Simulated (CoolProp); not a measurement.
Vapour-liquid equilibrium of ethanol (1) + cyclohexane (2) at 426.7 K; x and y are mole fractions of (1).

Computed with CoolProp (multi-fluid Helmholtz-energy mixture model, Schroeder 2014 and Zhou 2014; pair parameters Bell 2016).

```csv
x,"bubble pressure, mixture model (bar)","bubble pressure, Raoult's law (bar)","y, mixture model","y, Raoult's law"
0.05,7.299,6.175,0.199,0.087
0.15,9.182,6.656,0.391,0.242
0.25,10.29,7.136,0.485,0.376
0.35,10.95,7.617,0.543,0.494
0.45,11.36,8.098,0.586,0.597
0.55,11.62,8.579,0.627,0.689
0.65,11.76,9.060,0.674,0.771
0.75,11.76,9.540,0.733,0.844
0.85,11.56,10.02,0.813,0.911
0.95,11.09,10.50,0.927,0.972
```

The largest gap from Raoult's law is +44.2 % in bubble pressure, at x = 0.25. y crosses x between x = 0.65 and 0.75: the model has an azeotrope there.

Pair parameters are fitted to limited data, so mixtures are less certain than the pure fluids.
